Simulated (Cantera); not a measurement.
## Low-pressure radical oxidation in H2/O2

An isothermal, constant-pressure homogeneous reactor starts with 0.725 % H2, 99.3 % O2, equivalence ratio 0.0037, at 975 K and 2.55 Torr.

Cantera simulation using the H2/O2 subset of GRI-Mech 3.0, which has no nitrogen chemistry; the numbers are that mechanism's predictions, not measurements. Radical loss at walls, strong at low pressure, is not modelled.

```tsv
t (s)	x H2	x O2	x H2O2	x H2O	x OH
2.00e-6	0.00725	0.993	<1e-12	<1e-12	<1e-12
8.76e-6	0.00725	0.993	<1e-12	<1e-12	<1e-12
3.84e-5	0.00725	0.993	<1e-12	<1e-12	<1e-12
0.000168	0.00725	0.993	<1e-12	<1e-12	<1e-12
0.000737	0.00725	0.993	<1e-12	<1e-12	2.60e-12
0.00323	0.00725	0.993	<1e-12	1.11e-11	2.26e-11
0.0141	0.00725	0.993	<1e-12	4.91e-10	2.93e-10
0.0620	0.00724	0.993	1.11e-12	1.96e-6	8.93e-7
0.271	3.02e-5	0.987	3.72e-9	0.00691	0.000246
1.19	1.18e-5	0.990	3.26e-9	0.00711	0.000159
5.21	1.97e-6	0.992	2.96e-9	0.00723	6.55e-5
22.8	1.50e-7	0.993	1.82e-9	0.00726	1.86e-5
100	1.08e-8	0.993	5.73e-10	0.00727	5.12e-6
```
x: mole fraction; the columns are a selection and need not sum to one.

Equilibrium at this temperature and pressure: H2 5.13e-12, O2 0.993, H2O2 <1e-12, H2O 0.00727, OH 1.15e-7 (gas phase only).
